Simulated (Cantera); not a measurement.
Charge: 1 mol Si3N4, 0.053 mol H2O, 470 mol N2, held at 3.75 Torr.

Method: chemical equilibrium by Gibbs-energy minimisation in Cantera with the NASA 1993 tables (ideal gas, pure condensed phases). Candidate condensed phases: H2O, Si, SiO2, Si2N2O, Si3N4; 35 gas species. Mutual solubility and eutectic melting of coexisting phases are not modelled. Equilibrium is a limit: real reactors are often held back by kinetics, nucleation or transport.

**Question.** Which condensed phases are stable at each of these points (T (K)): 1448, 1498, 1548, 1598, 1648, 1698, 1748, 1798, 1848, 1898?

**Answer.** 
```
T (K)      condensed phases  Si condensed (%)
-----  --------------------  ----------------
1448   Si2N2O(s) + Si3N4(s)              99.9
1498   Si2N2O(s) + Si3N4(s)              99.5
1548               Si3N4(s)              98.2
1598               Si3N4(s)              98.2
1648               Si3N4(s)              98.0
1698               Si3N4(s)              97.2
1748               Si3N4(s)              94.0
1798                  Si(l)              87.1
1848                  Si(l)              75.9
1898                  Si(l)              55.0
```

From 1448 K to 1498 K the condensed part is Si2N2O(s) + Si3N4(s). From 1548 K to 1748 K the condensed part is Si3N4(s). From 1798 K to 1898 K the condensed part is Si(l).
